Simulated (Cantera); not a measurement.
Input (Python, Cantera):

```python
import numpy as np
import cantera as ct

surf = ct.Interface("ptcombust.yaml", "Pt_surf")
gas = surf.adjacent["gas"]
gas.TPX = 300, 3100, {'CH4': 0.01, 'O2': 0.19, 'N2': 0.79}
jet = ct.ImpingingJet(gas=gas, width=0.071, surface=surf)
jet.inlet.mdot, jet.inlet.T, jet.inlet.X = 0.16, 300, {'CH4': 0.01, 'O2': 0.19, 'N2': 0.79}
jet.set_refine_criteria(ratio=10, slope=0.2, curve=0.3)
show, cover = ['CH4', 'O2', 'H2O', 'OH', 'CO', 'CO2'], ["PT(S)", "H(S)", "O(S)", "OH(S)", "CO(S)", "C(S)"]

rows = []
print(f"{'Ts/K':>7s}" + "".join(f"{s:>11s}" for s in show + cover) + "   (gas at the wall, coverages)")
for i, Ts in enumerate([950, 1000, 1050, 1100, 1150, 1200]):
    jet.surface.T = Ts
    if i == 0:
        surf.TP = Ts, 3100
        surf.coverages = "PT(S):0.5, O(S):0.5"
        surf.advance_coverages(1.0)
        jet.set_initial_guess(products="inlet")
    jet.solve(loglevel=0, auto=(i == 0))
    rows.append([*(jet.X[gas.species_index(s), -1] for s in show), *surf[cover].coverages])
    print(f"{Ts:7g}" + "".join(f"{x:11.3e}" for x in rows[-1]))
```

Result:

```
   Ts/K        CH4         O2        H2O         OH         CO        CO2      PT(S)       H(S)       O(S)      OH(S)      CO(S)       C(S)   (gas at the wall, coverages)
    950  7.730e-03  1.869e-01  4.407e-03  6.026e-08  4.272e-06  2.892e-03  2.934e-01  4.849e-08  7.063e-01  2.923e-04  1.574e-06  7.541e-09
   1000  6.792e-03  1.849e-01  6.136e-03  1.768e-07  5.087e-06  4.032e-03  3.634e-01  1.076e-07  6.363e-01  3.028e-04  1.259e-06  7.876e-09
   1050  5.911e-03  1.830e-01  7.750e-03  4.519e-07  5.906e-06  5.099e-03  4.328e-01  2.106e-07  5.669e-01  2.964e-04  9.833e-07  7.833e-09
   1100  5.143e-03  1.814e-01  9.149e-03  1.032e-06  6.791e-06  6.024e-03  5.002e-01  3.754e-07  4.995e-01  2.788e-04  7.663e-07  7.604e-09
   1150  4.504e-03  1.800e-01  1.030e-02  2.146e-06  7.812e-06  6.787e-03  5.644e-01  6.225e-07  4.353e-01  2.551e-04  6.036e-07  7.320e-09
   1200  3.988e-03  1.790e-01  1.122e-02  4.124e-06  9.051e-06  7.393e-03  6.244e-01  9.742e-07  3.754e-01  2.286e-04  4.843e-07  7.057e-09
```

Model: Deutschmann's 1995 Pt surface mechanism with GRI-Mech 3.0 gas chemistry, integrated in Cantera. Catalytic surfaces can have several steady states; this one follows from the mechanism file's or the stated starting coverage.
